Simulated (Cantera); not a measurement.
An adiabatic, constant-volume homogeneous reactor starts with CH4 : O2 : N2 = 1 : 4.65 : 17.5 (molar parts), at 1775 K and 3.40 bar.

Computed with Cantera and GRI-Mech 3.0 (53 species, 325 reactions).

One state of this run: T (K) = 2685; P (bar) = 5.19; x CH4 = <1e-12; x O2 = 0.101; x CH2 = <1e-12; x NO = 0.0210; x H = 0.000914; x OH = 0.0121; x CO = 0.00484. x: mole fraction; the columns are a selection and need not sum to one.

**Question.** Which value of t (s) does it belong to?
A) 0.0102
B) 2.00e-6
C) 3.44e-5
D) 0.000143

**Answer.** A, 0.0102
